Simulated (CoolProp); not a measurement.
Vapour-liquid equilibrium of propane (1) + isobutane (2) at 32.35 °C; x and y are mole fractions of (1).

Model: multi-fluid Helmholtz-energy mixture model, Lemmon 2009 and Bücker 2006; pair parameters Kunz 2012, in CoolProp.

| x | bubble pressure (MPa) | y at the bubble point | dew pressure at overall composition x (MPa) | liquid density (mol/L) |
|---|---|---|---|---|
| 0.05 | 0.4647 | 0.108 | 0.4467 | 9.385 |
| 0.125 | 0.5131 | 0.244 | 0.4704 | 9.496 |
| 0.2 | 0.5616 | 0.359 | 0.4964 | 9.609 |
| 0.275 | 0.6105 | 0.458 | 0.5253 | 9.724 |
| 0.35 | (withheld) | 0.543 | 0.5575 | (withheld) |
| 0.425 | 0.7105 | 0.619 | 0.5935 | 9.959 |
| 0.5 | 0.7621 | 0.687 | 0.6341 | 10.08 |
| 0.575 | 0.8149 | 0.747 | 0.6803 | (withheld) |
| 0.65 | 0.8692 | (withheld) | 0.7333 | 10.32 |
| 0.725 | 0.9250 | 0.852 | 0.7948 | 10.45 |
| 0.8 | (withheld) | (withheld) | 0.8669 | 10.57 |
| 0.875 | 1.041 | 0.939 | 0.9532 | 10.69 |
| 0.95 | 1.102 | 0.977 | (withheld) | 10.82 |

Problem. Fill in the missing entries.

Solution. 
- 0.35, bubble pressure (MPa): 0.6600
- 0.35, liquid density (mol/L): 9.840
- 0.575, liquid density (mol/L): 10.20
- 0.65, y at the bubble point: 0.802
- 0.8, bubble pressure (MPa): 0.9824
- 0.8, y at the bubble point: 0.897
- 0.95, dew pressure at overall composition x (MPa): 1.058

No azeotrope shows between x = 0.05 and 0.95.

Pair parameters are fitted to limited data, so mixtures are less certain than the pure fluids.
